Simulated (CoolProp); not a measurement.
The fluid at 298.15 K and 0.874 MPa flows at 1.7 m/s in a round tube of 4.6 mm bore and 0.25 µm roughness, fully developed (64/Re and Nu = 3.66 if laminar; Colebrook and Gnielinski if turbulent). The same conditions are run with several fluids, on thermodynamics alone (safety and materials aside).

The numbers come from the reference Helmholtz-energy equation of state of each fluid (R227EA: Lemmon 2016; R152A: Outcalt 1996; n-octane: Beckmüller 2019; R245fa: Akasaka 2015; n-nonane: Lemmon 2006) in CoolProp.

Task: Rank R227EA, R152A, n-octane, R245fa, n-nonane by Reynolds number, highest first.

Result: R227EA (44900), R152A (43500), R245fa (26300), n-octane (10600), n-nonane (8470)

```csv
fluid,Darcy friction factor,pressure drop (Pa/m),heat-transfer coefficient (W/(m² K)),mass flow (kg/h)
R227EA,0.0216,9430,3330,141
R152A,0.0217,6150,4360,91.6
n-octane,0.0305,6700,2500,71.1
R245fa,0.0244,10300,3470,136
n-nonane,0.0324,7270,2230,72.7
```

Transport values come from each fluid's own correlations; those of R227EA, R152A, R245fa are estimates that may be off by 10 % or more.
